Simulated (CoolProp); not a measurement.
Model: reference Helmholtz-energy equation of state, Outcalt 1996, in CoolProp. It is a modified Benedict-Webb-Rubin equation, recast in Helmholtz form.

**Question.** Give the vapour pressure (MPa), enthalpy of vaporisation (kJ/kg), liquid cp (kJ/(kg K)) of saturated R152A at 40.15, 77.05 °C.

**Answer.** 
| T (°C) | p (MPa) | enthalpy of vaporisation (kJ/kg) | liquid cp (kJ/(kg K)) |
|---|---|---|---|
| 40.15 | 0.913 | 260 | 1.89 |
| 77.05 | 2.20 | 197 | 2.30 |
